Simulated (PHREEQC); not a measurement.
A column of 0.5 m (40 cells, dispersivity 0.018 m, 3600 s a shift, diffusion coefficient 3e-10 m²/s) holds 0.098 eq of the database's cation exchanger X per kg of pore water, first in equilibrium with 0.0075 mol/kgw ZnSO4, 0.00053 mol/kgw MgSO4 and 1e-05 mol/kgw HCl. It is flushed with 0.058 mol/kgw NaCl, 0.065 mol/kgw KCl and 1e-05 mol/kgw HCl, at 25 °C. Values are for the last cell. No CO2 enters from the air. No solid was allowed to form.

Computed with PHREEQC (ion-association model, phreeqc.dat).

| pore volumes | K in solution (mol/kgw) | Na in solution (mol/kgw) | S in solution (mol/kgw) | Cl in solution (mol/kgw) | Mg in solution (mol/kgw) | NaX on the exchanger (mol/kgw) | KX on the exchanger (mol/kgw) |
|---|---|---|---|---|---|---|---|
| 0 | 0 | 0 | 0.00803 | 1.00e-5 | 0.000530 | 0 | 0 |
| 0.2625 | 0 | 2.90e-14 | 0.00803 | 1.00e-5 | 0.000530 | 1.51e-14 | 0 |
| 0.5125 | 1.69e-12 | 6.78e-6 | 0.00797 | 0.000932 | 0.000556 | 3.42e-6 | 4.25e-12 |
| 0.7625 | 1.38e-6 | 0.00225 | 0.00652 | 0.0231 | 0.00110 | 0.000747 | 2.28e-6 |
| 1.137 | 0.00119 | 0.0266 | 0.00216 | 0.0899 | 0.00190 | 0.00584 | 0.00130 |
| 1.387 | 0.00591 | 0.0423 | 0.000693 | 0.112 | 0.00167 | 0.00891 | 0.00624 |
| 1.637 | 0.0142 | 0.0507 | 0.000184 | 0.120 | 0.00125 | 0.0108 | 0.0152 |
| 1.887 | 0.0239 | 0.0544 | 4.36e-5 | 0.122 | 0.000859 | 0.0119 | 0.0262 |
| 2.138 | 0.0333 | 0.0560 | 9.53e-6 | 0.123 | 0.000569 | 0.0126 | 0.0374 |
| 2.388 | 0.0412 | 0.0567 | 1.97e-6 | 0.123 | 0.000367 | 0.0130 | 0.0474 |
| 2.638 | 0.0476 | 0.0571 | 3.93e-7 | 0.123 | 0.000232 | 0.0134 | 0.0559 |
| 2.888 | 0.0524 | 0.0573 | 7.63e-8 | 0.123 | 0.000145 | 0.0137 | 0.0627 |
| 3.263 | 0.0574 | 0.0576 | 6.29e-9 | 0.123 | 7.04e-5 | 0.0141 | 0.0703 |
| 3.513 | 0.0597 | 0.0577 | 1.17e-9 | 0.123 | 4.28e-5 | 0.0143 | 0.0739 |
| 3.763 | 0.0613 | 0.0578 | 2.16e-10 | 0.123 | 2.58e-5 | 0.0144 | 0.0766 |
| 4.013 | 0.0624 | 0.0578 | 3.95e-11 | 0.123 | 1.53e-5 | 0.0145 | 0.0786 |

Species that the database lacks are ignored.
